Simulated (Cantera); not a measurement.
Input (Python, Cantera):

```python
import numpy as np
import cantera as ct

surf = ct.Interface("diamond.yaml", "diamond_100")
gas, bulk = surf.adjacent["gas"], surf.adjacent["diamond"]
k = surf.kinetics_species_index(bulk.species_names[0])
cover = ["c6HH", "c6H*", "c6*H", "c6**", "c6HM", "c6B"]

rows, drift = [], 0.0
print(f"{'P':>10s}{'um/h':>11s}" + "".join(f"{s:>11s}" for s in cover))
for v in [320, 530, 880, 1400, 2400, 3900, 6500, 11000]:
    T, P, xH, xCH3 = 1348, v, 0.027, 0.00036
    gas.TPX = T, P, {"H": xH, "CH3": xCH3, "CH4": 0.0079, "H2": 1 - xH - xCH3 - 0.0079}
    surf.TP = bulk.TP = T, P
    surf.coverages = "c6H*:0.1, c6HH:0.9"
    surf.advance_coverages(100.0)
    before = surf.coverages
    surf.advance_coverages(100.0)
    drift = max(drift, np.max(np.abs(surf.coverages - before) / (surf.coverages + 1e-9)))
    rate = surf.net_production_rates[k] * bulk.mean_molecular_weight / bulk.density * 3.6e9
    rows.append([rate, *surf[cover].coverages])
    print(f"{v:10.4g}{rate:11.4e}" + "".join(f"{x:11.3e}" for x in rows[-1][1:]))
```

Result:

```
         P       um/h       c6HH       c6H*       c6*H       c6**       c6HM        c6B
       320 1.9650e-01  3.513e-01  5.444e-02  5.383e-01  5.564e-02  2.188e-05  5.332e-10
       530 3.6998e-01  3.513e-01  5.444e-02  5.383e-01  5.563e-02  3.717e-05  1.004e-09
       880 6.9438e-01  3.513e-01  5.446e-02  5.382e-01  5.562e-02  6.234e-05  1.884e-09
      1400 1.2486e+00  3.513e-01  5.448e-02  5.381e-01  5.562e-02  9.878e-05  3.388e-09
      2400 2.5368e+00  3.513e-01  5.453e-02  5.380e-01  5.562e-02  1.656e-04  6.884e-09
      3900 4.9647e+00  3.512e-01  5.460e-02  5.378e-01  5.564e-02  2.583e-04  1.347e-08
      6500 1.0379e+01  3.511e-01  5.472e-02  5.375e-01  5.567e-02  4.005e-04  2.816e-08
   1.1e+04 2.2592e+01  3.510e-01  5.494e-02  5.370e-01  5.572e-02  6.035e-04  6.130e-08
```

Model: the Harris–Goodwin 1993 mechanism for the reconstructed diamond (100) surface, integrated in Cantera.
